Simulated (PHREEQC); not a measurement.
PHREEQC input (ion-association model, wateq4f.dat):

```
SOLUTION_MASTER_SPECIES
  Tma  Tma+  0  Tma  74.145  # tetramethylammonium, taken as a free cation
  Amm  AmmH+  0  AmmH  17.031  # ammonia with no redox link, constants of NH4+
SOLUTION_SPECIES
  Tma+ = Tma+
    -log_k 0
    -gamma 4.0 0
  AmmH+ = AmmH+
    -log_k 0
  AmmH+ = Amm + H+
    -log_k -9.252
    -delta_h 12.48 kcal
    -analytic 0.6322 -0.001225 -2835.76
    -gamma 2.5 0.0
  AmmH+ + SO4-2 = AmmHSO4-
    -log_k 1.11
    -gamma 5.0 0.0
PHASES
  Amm(g)
    Amm = Amm
    -log_k 1.770
    -delta_h -8.170 kcal
EXCHANGE_SPECIES
  AmmH+ + X- = AmmHX
    -log_k 0.6
SOLUTION 1
  temp 25
  units mmol/kgw
  pH 7 charge
  Se(4) 0.89
  Amm 35
SOLUTION 2
  temp 25
  units mmol/kgw
  pH 7 charge
  F 7.7
  Tma 4.8
END
SELECTED_OUTPUT 1
  -reset false
  -pH true
  -pe true
  -ionic_strength true
  -water true
  -totals Amm F Se Tma Se(-2) Se(4) Se(6)
  -molalities H+ F- SeO4-2 O2 OH- HF HF2- H2F2 HSe- H2Se
    SeO3-2 H2SeO3 HSeO3- HSeO4- AmmH+ Amm Tma+
PRINT
  -reset false
MIX 1
  1 1
  2 0
END
# ... the last block is repeated for the other 10 points of share of solution B
```

Selected output (columns that matter, 11 of 11 rows; share of solution B added in front):

```
share of solution B	pH	mu	Amm	F	Se	Tma	m_H+	m_F-	m_OH-	m_HF	m_SeO3-2	m_HSeO3-	m_Tma+
0	10.469	0.0029666	0.035	0	0.00089	0	3.5928e-11	0	0.00031249	0	0.00088207	7.9311e-06	0
0.1	10.406	0.0034284	0.0315	0.00077	0.000801	0.00048	4.1647e-11	0.00077	0.00027169	4.2492e-11	0.00079287	8.1333e-06	0.00048
0.2	10.337	0.0038919	0.028	0.00154	0.000712	0.00096	4.8991e-11	0.00154	0.00023264	9.9245e-11	0.00070363	8.3663e-06	0.00096
0.3	10.259	0.004357	0.0245	0.00231	0.000623	0.00144	5.8745e-11	0.00231	0.00019532	1.773e-10	0.00061436	8.6393e-06	0.00144
0.4	10.17	0.0048238	0.021	0.00308	0.000534	0.00192	7.2298e-11	0.00308	0.00015971	2.8908e-10	0.00052503	8.9695e-06	0.00192
0.5	10.065	0.005292	0.0175	0.00385	0.000445	0.0024	9.236e-11	0.00385	0.00012577	4.5883e-10	0.00043561	9.391e-06	0.0024
0.6	9.9346	0.0057615	0.014	0.00462	0.000356	0.00288	1.2503e-10	0.00462	9.344e-05	7.4106e-10	0.00034602	9.9811e-06	0.00288
0.7	9.7598	0.0062318	0.0105	0.00539	0.000267	0.00336	1.8745e-10	0.00539	6.266e-05	1.2892e-09	0.00025605	1.0952e-05	0.00336
0.8	9.4849	0.006701	0.007	0.00616	0.000178	0.00384	3.5378e-10	0.00616	3.3372e-05	2.7662e-09	0.00016483	1.3166e-05	0.00384
0.9	8.7075	0.0071453	0.0035	0.00693	8.9e-05	0.00432	2.123e-09	0.00693	5.5871e-06	1.8587e-08	6.0348e-05	2.8652e-05	0.00432
1	3.4618	0.0051702	0	0.0077	0	0.0048	0.00037017	0.005122	3.1339e-11	0.0024503	0	0	0.0048
```

Complexes and solids missing from the database can't appear. (CH3)4N+ isn't in the database: it is added as a free cation with an ion size of 4 Å.
